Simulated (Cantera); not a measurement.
Input: 1 mol BCl₃, 3.4 mol O₂, 2.3 mol N₂, at 1500 K and 10.0 mbar.

Cantera equilibrium calculation (NASA polynomials, part measured and part estimated; ideal gas, pure solids and liquids). Candidate condensed phases: B, BN, B₂O₃; 25 gas species. The tables' values for BOCl are old estimates; treat these amounts as uncertain. Equilibrium is a limit: real reactors are often held back by kinetics, nucleation or transport.

Base state: O₂ 0.369, N₂ 0.320, Cl 0.195, Cl₂ 0.111, B₂O₃ 0.00217, BOCl 0.00136, NO 0.00103, ClO 0.000291 (mole fractions); condensed: B₂O₃(l).

Problem. What changes in the equilibrium state with this change: 0.0075 mol H₂O added?

Solution. 
```csv
species,before,after
O₂,0.369,0.369
N₂,0.320,0.320
Cl,0.195,0.194
HCl,0,0.00202
Cl₂,0.111,0.110
B₂O₃,0.00217,0.00217
HBO₂,0,6.44e-5
BOCl,0.00136,0.00135
ClO,0.000291,0.000290
NO,0.00103,0.00103
O,2.46e-5,2.46e-5
"B₂O₃(l), mol",0.479,0.478
```
Further candidate phases: B₃O₃H₃, H₂O, NH₄Cl.
